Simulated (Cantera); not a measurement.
A Cantera script and what it prints.

```python
import numpy as np
import cantera as ct

gas_names = """
    O2 Br2
""".split()
cond_names = """
    Ca(L) CaBr2(L) CaO(s)
""".split()


# ... load() reads the species with a 1 bar reference pressure and builds the phases ...
species = {s.name: s for s in load("nasa_gas.yaml", gas_names) + load("nasa_condensed.yaml", cond_names)}
T = 1575
g = {n: (s.thermo.h(T) - T * s.thermo.s(T)) / (ct.gas_constant * T * np.log(10)) for n, s in species.items()}
valid = cond_names  # the entries whose range holds T


def stable(la, lb):
    # potentials (over RT ln 10) of the two non-metals from log10 p(O2) and log10 p(Br2) in bar
    mu = {}
    mu["O"] = (g["O2"] + la) / 2
    mu["Br"] = (g["Br2"] + lb) / 2
    cost = {}
    for n in valid:
        c = species[n].composition
        cost[n] = (g[n] - sum(c.get(e, 0) * m for e, m in mu.items())) / c["Ca"]
    return min(cost, key=cost.get)


results = []
for lb in [0, -1.9, -3.8, -5.6, -7.5, -9.4, -11.2, -13.1, -15]:
    row = [stable(la, lb) for la in [-24, -22.7, -21.4, -20.1, -18.7, -17.4, -16.1, -14.8, -13.5, -12.2, -10.8, -9.5, -8.2, -6.9, -5.6, -4.3, -2.9, -1.6, -0.3, 1]]
    results.append(row)
    print(f"{lb:6.1f}  " + " ".join(f"{valid.index(n):x}" for n in row))
print("key: " + ", ".join(f"{i:x} {n}" for i, n in enumerate(valid)))
```

Result:

```
   0.0  1 1 1 1 1 1 1 1 1 1 1 1 1 1 1 1 1 1 1 1
  -1.9  1 1 1 1 1 1 1 1 1 1 1 1 1 1 1 1 1 2 2 2
  -3.8  1 1 1 1 1 1 1 1 1 1 1 1 1 1 1 2 2 2 2 2
  -5.6  1 1 1 1 1 1 1 1 1 1 1 1 2 2 2 2 2 2 2 2
  -7.5  1 1 1 1 1 1 1 1 1 2 2 2 2 2 2 2 2 2 2 2
  -9.4  1 1 1 1 1 1 2 2 2 2 2 2 2 2 2 2 2 2 2 2
 -11.2  1 1 1 2 2 2 2 2 2 2 2 2 2 2 2 2 2 2 2 2
 -13.1  2 2 2 2 2 2 2 2 2 2 2 2 2 2 2 2 2 2 2 2
 -15.0  2 2 2 2 2 2 2 2 2 2 2 2 2 2 2 2 2 2 2 2
key: 0 Ca(L), 1 CaBr2(L), 2 CaO(s)
```

Source: NASA polynomial tables (part measured, part estimated), evaluated in Cantera. Not in the tables: oxide halides.
